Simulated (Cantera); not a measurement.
What does this Cantera script print?

```python
import numpy as np
import cantera as ct

gas_names = """
    HBr H2
""".split()
cond_names = """
    Mg(cr) Mg(L) MgBr2(s) MgBr2(L)
""".split()


# ... load() reads the species with a 1 bar reference pressure and builds the phases ...
species = {s.name: s for s in load("nasa_gas.yaml", gas_names) + load("nasa_condensed.yaml", cond_names)}
# Each term lists the table entries of one substance; the one whose range holds T is used.
reactions = {
    '2 HBr(g) + Mg = H2(g) + MgBr2':
        [(-2, ['HBr']), (-1, ['Mg(cr)', 'Mg(L)']), (1, ['H2']), (1, ['MgBr2(s)', 'MgBr2(L)'])],
}


def pick(names, T):
    return next(species[n] for n in names if species[n].thermo.min_temp <= T <= species[n].thermo.max_temp)


results = []
for label, terms in reactions.items():
    print(label)
    print("     T/K   dH/kJ  dS/(J/K)   dG/kJ   log10 K")
    for T in [300, 1123, 1223, 1323, 1423, 1523]:
        used = [(nu, pick(names, T)) for nu, names in terms]
        dH = sum(nu * s.thermo.h(T) for nu, s in used) / 1e6
        dS = sum(nu * s.thermo.s(T) for nu, s in used) / 1e3
        dG = dH - T * dS / 1e3
        logK = -dG * 1e6 / (ct.gas_constant * T * np.log(10))
        results.append((label, T, dH, dS, dG, logK, [s.name for _, s in used]))
        print(f"{T:8g} {dH:8.1f} {dS:8.1f} {dG:8.1f} {logK:8.2f}")
```

It prints:

```
2 HBr(g) + Mg = H2(g) + MgBr2
     T/K   dH/kJ  dS/(J/K)   dG/kJ   log10 K
     300   -451.3   -182.0   -396.7    69.08
    1123   -400.7   -120.7   -265.1    12.33
    1223   -397.2   -117.7   -253.2    10.82
    1323   -393.8   -115.0   -241.6     9.54
    1423   -390.4   -112.6   -230.2     8.45
    1523   -387.1   -110.3   -219.1     7.51
```

Cantera with NASA thermochemical tables; ideal gases at 1 bar, condensed phases pure. Condensed species are held in their standard states even where they would react or evaporate.
